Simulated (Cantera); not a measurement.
Feed: 1 mol Si3N4, a varied amount of CO2, 35 mol N2, held at 1523.15 K and 0.110 Pa.

These are equilibrium values from Cantera (NASA tables, ideal gas, pure condensed phases), not measurements of a reactor. Candidate condensed phases: C, Si, SiC, SiO2, Si2N2O, Si3N4; 34 gas species. Mutual solubility and eutectic melting of coexisting phases are not modelled. The tables' values for SiN are old estimates; treat these amounts as uncertain. The tables hold silica as quartz up to 1696 K and as liquid above; real silica turns to tridymite and cristobalite and melts near 1996 K. Equilibrium is a limit: real reactors are often held back by kinetics, nucleation or transport.

log p: log10 of the partial pressure in bar; n: condensed amount in mol.

```
n(CO2) (mol)  log p N2  log p CO  log p SiO  log p Si  log p CO2  log p Si2N  log p Si2C  n Si(s)  n SiC(s)  n SiO2(β-quartz)
------------  --------  --------  ---------  --------  ---------  ----------  ----------  -------  --------  ----------------
0.13             -5.97     -9.67      -8.13     -7.74       <-17      -10.47      -10.48     2.00     0.121                 0
0.17             -5.97     -9.55      -8.02     -7.74       <-17      -10.47      -10.48     1.88     0.159                 0
0.23             -5.97     -9.42      -7.89     -7.74       <-17      -10.47      -10.48     1.70     0.216                 0
0.31             -5.97     -9.29      -7.76     -7.74       <-17      -10.47      -10.48     1.47     0.291                 0
0.42             -5.98     -9.16      -7.63     -7.74       <-17      -10.48      -10.48     1.15     0.395                 0
0.56             -5.98     -9.04      -7.51     -7.74       <-17      -10.48      -10.48    0.740     0.527                 0
0.74             -5.98     -8.92      -7.39     -7.74       <-17      -10.48      -10.48    0.214     0.697                 0
1                -5.99     -8.30      -7.29     -8.00       <-17         [?]      -10.74        0     0.821                 0
1.3              -5.99     -7.81      -7.25     -8.23     -17.27         [?]      -10.97        0     0.742                 0
1.8              -6.00     -7.46      -7.20     -8.38     -16.73         [?]      -11.12        0     0.522                 0
2.4              -6.01     -7.25      -7.16     -8.47     -16.38         [?]      -11.20        0     0.234                 0
3.2              -6.02     -7.09      -7.14    -15.81      -8.87        <-17        <-17        0         0             0.147
4.3              -6.03     -6.97      -7.34    -16.20      -8.54        <-17        <-17        0         0              1.19
```

Question: Fill in the missing entries.

Answer: 
- 1, log p Si2N: -11.00
- 1.3, log p Si2N: -11.45
- 1.8, log p Si2N: -11.76
- 2.4, log p Si2N: -11.94
